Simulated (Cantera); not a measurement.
Charge: 1 mol Na₂CO₃, 0.043 mol H₂, held at 1973.15 K and 563 Torr.

Cantera equilibrium calculation (NASA polynomials, part measured and part estimated; ideal gas, pure solids and liquids). Candidate condensed phases: C, C₆H₆, C₇H₈, C₈H₁₈, H₂O, Na, NaOH, NaO₂, Na₂CO₃, Na₂O, Na₂O₂; 117 gas species. The numbers say what is thermodynamically allowed, not how fast it happens.

Base state: Na 0.349, CO₂ 0.319, NaOH 0.294, H₂O 0.0231, CO 0.00598, O₂ 0.00419, NaO 0.00318, Na₂O 0.000656 (mole fractions); condensed: Na₂CO₃(l).

Task: What changes in the equilibrium state with this change: temperature from 1973.15 K to 1098 K?

Result: 
```
species           before     after
--------------  --------  --------
H₂               9.67e-5     0.987
H₂O               0.0231   0.00554
Na                 0.349   0.00491
CO₂                0.319   1.06e-5
NaOH               0.294  0.000135
O₂               0.00419     <1e-9
NaO              0.00318     <1e-9
Na₂O            0.000656     <1e-9
Na₂CO₃(l), mol     0.918         0
Na₂CO₃(s), mol         0     1.000
```
